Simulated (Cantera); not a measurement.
Input: 1 mol C3H6, 0.014 mol O2, equilibrated at 1000 Pa.

Method: chemical equilibrium by Gibbs-energy minimisation in Cantera with the NASA 1993 tables (ideal gas, pure condensed phases). Candidate condensed phases: C, C6H6, C7H8, C8H18, H2O; 110 gas species. The numbers say what is thermodynamically allowed, not how fast it happens.

x: gas mole fraction; n: condensed amount in mol.

```csv
T (°C),x H2,x H,x C2H2 (acetylene),x CO,x C2H,n C(graphite)
1127,0.991,4.84e-5,2.50e-6,0.00925,<1e-12,2.97
1227,0.991,(withheld),(withheld),0.00925,(withheld),2.97
1327,0.990,0.000541,2.72e-5,0.00924,5.00e-11,2.97
1427,0.989,0.00147,7.26e-5,0.00924,6.01e-10,2.97
1527,0.987,0.00356,0.000173,0.00923,5.47e-9,2.97
1627,0.983,0.00787,0.000375,0.00921,3.93e-8,2.97
1727,0.974,0.0160,0.000748,0.00917,2.31e-7,2.97
1827,0.959,0.0305,0.00139,0.00911,1.14e-6,2.96
1927,0.934,0.0544,0.00239,0.00900,4.83e-6,2.96
2027,0.896,(withheld),(withheld),0.00882,(withheld),2.95
2127,0.840,0.146,0.00585,0.00857,5.85e-5,2.93
2227,0.764,0.220,0.00826,0.00823,0.000171,2.91
2327,0.667,0.313,0.0108,0.00779,0.000447,2.89
2427,0.554,0.423,0.0131,0.00728,0.00106,2.85
```

**Question.** What belongs in the gaps?

**Answer.** 
- 1227, x H: 0.000175
- 1227, x C2H2 (acetylene): 8.94e-6
- 1227, x C2H: 2.98e-12
- 2027, x H: 0.0916
- 2027, x C2H2 (acetylene): 0.00387
- 2027, x C2H: 1.79e-5
